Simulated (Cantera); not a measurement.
What does this Cantera script print?

```python
import numpy as np
import cantera as ct

gas_names = [...]  # 110 gases of nasa_gas.yaml made of C, H, O
cond_names = """
    C(gr) C6H6(L) C7H8(L) C8H18(L),n-octa H2O(s) H2O(L)
""".split()


# ... load() reads the species with a 1 bar reference pressure and builds the phases ...
atoms = {
    'C': {'C': 1},
    'CO2': {'C': 1, 'O': 2},
    'H2': {'H': 2},
}
top_T = {'C(gr)': 4500}  # K; cautious upper limits of use, not melting points


# ... equilibrate(T, P, feed) seeds the gas with the atoms and calls Mixture.equilibrate('TP', solver="vcs", rtol=1e-11, max_steps=5000) ...
results = []
feed = {'C': 1, 'CO2': 0.067, 'H2': 13}  # mol
T = 2050  # K
for P in [10, 56, 320, 1800, 10000, 56000, 320000, 1800000, 10000000]:
    mix = equilibrate(T, P, feed)
    results.append((T, P, feed, dict(zip(mix.species_names, mix.species_moles))))
    x = sorted(zip(gas.X, gas.species_names), reverse=True)
    print(f"T = {T:g} K  P = {P:g} Pa  gas = {mix.phase_moles(0):.4g} mol")
    print("   x: " + "  ".join(f"{s} {v:.3e}" for v, s in x if v > 0.0001))
    print("   condensed (mol): " + ("  ".join(f"{mix.phase(i).name} {mix.phase_moles(i):.4g}"
          for i in range(1, mix.n_phases) if mix.phase_moles(i) > 1e-12) or "none"))
```

Output:

```
T = 2050 K  P = 10 Pa  gas = 14.61 mol
   x: H2 7.885e-01  H 2.014e-01  CO 9.175e-03  C2H2,acetylene 8.372e-04
   condensed (mol): C(gr) 0.9083
T = 2050 K  P = 56 Pa  gas = 13.76 mol
   x: H2 8.984e-01  H 9.087e-02  CO 9.739e-03  C2H2,acetylene 9.539e-04
   condensed (mol): C(gr) 0.9066
T = 2050 K  P = 320 Pa  gas = 13.4 mol
   x: H2 9.499e-01  H 3.909e-02  CO 1.000e-02  C2H2,acetylene 1.009e-03
   condensed (mol): C(gr) 0.9059
T = 2050 K  P = 1800 Pa  gas = 13.24 mol
   x: H2 9.722e-01  H 1.667e-02  CO 1.012e-02  C2H2,acetylene 1.032e-03
   condensed (mol): C(gr) 0.9055
T = 2050 K  P = 10000 Pa  gas = 13.18 mol
   x: H2 9.816e-01  CO 1.017e-02  H 7.108e-03  C2H2,acetylene 1.042e-03
   condensed (mol): C(gr) 0.9049
T = 2050 K  P = 56000 Pa  gas = 13.15 mol
   x: H2 9.855e-01  CO 1.019e-02  H 3.010e-03  C2H2,acetylene 1.046e-03  CH4 2.029e-04
   condensed (mol): C(gr) 0.9025
T = 2050 K  P = 320000 Pa  gas = 13.13 mol
   x: H2 9.863e-01  CO 1.021e-02  H 1.259e-03  CH4 1.161e-03  C2H2,acetylene 1.047e-03
   condensed (mol): C(gr) 0.8894
T = 2050 K  P = 1.8e+06 Pa  gas = 13.05 mol
   x: H2 9.815e-01  CO 1.025e-02  CH4 6.467e-03  C2H2,acetylene 1.042e-03  H 5.297e-04
   condensed (mol): C(gr) 0.8181
T = 2050 K  P = 1e+07 Pa  gas = 12.7 mol
   x: H2 9.536e-01  CH4 3.392e-02  CO 1.046e-02  C2H2,acetylene 1.012e-03  C2H4 4.951e-04  H 2.215e-04  CH3 1.548e-04
   condensed (mol): C(gr) 0.4624
```

These are equilibrium values from Cantera (NASA tables, ideal gas, pure condensed phases), not measurements of a reactor. The ideal-gas law is rough above about 30 bar.
